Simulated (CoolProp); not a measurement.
Aqueous sodium chloride as a coolant, at 12 °C, 1 atm.

The numbers come from the Melinder's fits for secondary coolants in CoolProp.

```json
[
 {"mass %": "2.6", "freezing point (°C)": "-1.6", "Prandtl number": "8.90", "viscosity (mPa s)": "1.28", "conductivity (W/(m K))": "0.582", "density (kg/m³)": "1018"},
 {"mass %": "4.5", "freezing point (°C)": "-2.7", "Prandtl number": "8.96", "viscosity (mPa s)": "1.32", "conductivity (W/(m K))": "0.580", "density (kg/m³)": "1032"},
 {"mass %": "6.5", "freezing point (°C)": "-4.0", "Prandtl number": "9.08", "viscosity (mPa s)": "1.36", "conductivity (W/(m K))": "0.579", "density (kg/m³)": "1047"},
 {"mass %": "8.5", "freezing point (°C)": "-5.4", "Prandtl number": "9.25", "viscosity (mPa s)": "1.42", "conductivity (W/(m K))": "0.577", "density (kg/m³)": "1062"},
 {"mass %": "10.5", "freezing point (°C)": "-6.9", "Prandtl number": "9.47", "viscosity (mPa s)": "1.48", "conductivity (W/(m K))": "0.575", "density (kg/m³)": "1077"},
 {"mass %": "12.5", "freezing point (°C)": "-8.6", "Prandtl number": "9.74", "viscosity (mPa s)": "1.54", "conductivity (W/(m K))": "0.573", "density (kg/m³)": "1092"},
 {"mass %": "14.5", "freezing point (°C)": "-10.4", "Prandtl number": "10.1", "viscosity (mPa s)": "1.62", "conductivity (W/(m K))": "0.572", "density (kg/m³)": "1108"},
 {"mass %": "16.5", "freezing point (°C)": "-12.4", "Prandtl number": "10.4", "viscosity (mPa s)": "1.70", "conductivity (W/(m K))": "0.570", "density (kg/m³)": "1124"},
 {"mass %": "18.4", "freezing point (°C)": "-14.5", "Prandtl number": "10.9", "viscosity (mPa s)": "1.79", "conductivity (W/(m K))": "0.568", "density (kg/m³)": "1139"},
 {"mass %": "20.4", "freezing point (°C)": "-17.0", "Prandtl number": "11.4", "viscosity (mPa s)": "1.90", "conductivity (W/(m K))": "0.565", "density (kg/m³)": "1155"}
]
```
